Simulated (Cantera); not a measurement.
A closed system holds: 1 mol Fe2O3, 0.25 mol SO2, 1 mol N2, equilibrated at 1302 °C and 0.100 bar.

Method: chemical equilibrium by Gibbs-energy minimisation in Cantera with the NASA 1993 tables (ideal gas, pure condensed phases). Candidate condensed phases: Fe, FeO, FeS, FeSO4, FeS2, Fe2O3, Fe2(SO4)3, Fe3O4, S; 19 gas species. Rates play no part.

Base state: N2 0.705, SO2 0.176, O2 0.117, NO 0.00122, SO3 0.000494, O 1.16e-5 (mole fractions); condensed: Fe3O4(s).

Question: What changes in the equilibrium state with this change: Fe2O3 replaced by MgO?

Answer: 
```csv
species,before,after
N2,0.705,0.800
SO2,0.176,0.200
SO,1.81e-6,0.000112
O2,0.117,3.91e-5
O,1.16e-5,2.12e-7
NO,0.00122,2.39e-5
"Fe3O4(s), mol",0.667,0
"MgO(s), mol",0,1.00
```
Further candidate phases: Mg, MgO, MgS, MgSO4.
